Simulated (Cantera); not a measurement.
Cantera with NASA thermochemical tables; ideal gases at 1 bar, condensed phases pure. Values are per mole of reaction as written; species without (g) are pure solids or liquids, kept so even where they would boil at 1 bar.

Question: Between 2100 and 2325 K, where is each reaction favourable under standard conditions?
- 0.6667 Fe + Cl2(g) = 0.3333 Fe2Cl6(g)
- Fe + Cl2(g) = FeCl2(g)
- 0.6667 B + Cl2(g) = 0.6667 BCl3(g)

Answer: 
- 0.6667 Fe + Cl2(g) = 0.3333 Fe2Cl6(g): ΔG° is -87 kJ at 2100 K and -72 kJ at 2325 K; it stays negative (K > 1). ΔH° is -236 kJ and ΔS° -71 J/K at 2325 K.
- Fe + Cl2(g) = FeCl2(g): ΔG° is -219 kJ at 2100 K and -223 kJ at 2325 K; it stays negative (K > 1). ΔH° is -185 kJ and ΔS° 16 J/K at 2325 K.
- 0.6667 B + Cl2(g) = 0.6667 BCl3(g): ΔG° is -197 kJ at 2100 K and -189 kJ at 2325 K; it stays negative (K > 1). ΔH° is -272 kJ and ΔS° -36 J/K at 2325 K.
